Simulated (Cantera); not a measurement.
A perfectly stirred reactor is fed with C₂H₄ : H₂ = 1 : 80 (molar parts), at 0.178 atm; it is held at 1950 K, and followed from long to short residence time.

Detailed kinetics in Cantera: GRI-Mech 3.0 (53 species, 325 reactions). GRI-Mech 3.0 was tuned for natural gas; its chemistry of ethylene as a main component is partial and can be far from experiment. GRI-Mech 3.0 stops at C3 and has no aromatics, soot or wall deposition, so with more carbon than oxygen in the feed, carbon stays in small species such as C2H2 where larger ones or solid carbon would form.

What does this change do: C2H4 1 to 3.2 parts?


```tsv
quantity	before	after
x(C₂H₄) at τ = 7.50 s	1.90e-5	5.68e-5
x(H₂) at τ = 7.50 s	0.985	0.960
x(CH₄) at τ = 7.50 s	0.000386	0.000659
x(CH₃) at τ = 7.50 s	2.09e-5	3.63e-5
x(C₂H₆) at τ = 7.50 s	2.02e-9	5.98e-9
x(C₂H₄) at τ = 83.0 ms	3.29e-5	9.51e-5
x(H₂) at τ = 83.0 ms	0.986	0.961
x(CH₄) at τ = 83.0 ms	7.60e-5	0.000227
x(CH₃) at τ = 83.0 ms	3.14e-6	1.03e-5
x(C₂H₆) at τ = 83.0 ms	1.15e-9	3.54e-9
```
